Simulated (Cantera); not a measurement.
Input: 1 mol BN, 1 mol F2, equilibrated at 1523 K and 13300 Pa.

Equilibrium computed with Cantera from the NASA thermochemical tables; the gas is ideal and each condensed phase is pure. Candidate condensed phases: B, BN; 13 gas species. The tables' values for BF2 are old estimates; treat these amounts as uncertain. Rates play no part.

**Question.** What is the equilibrium state?

**Answer.** 
- x(BF3) = 0.665
- x(N2) = 0.333
- x(BF2) = 0.00175
- x(BF) = 1.16e-5
- n(BN(s)) = 0.333 mol
- gas amount = 1.001 mol
- log10 activity of B(s) (absent) = -3.32
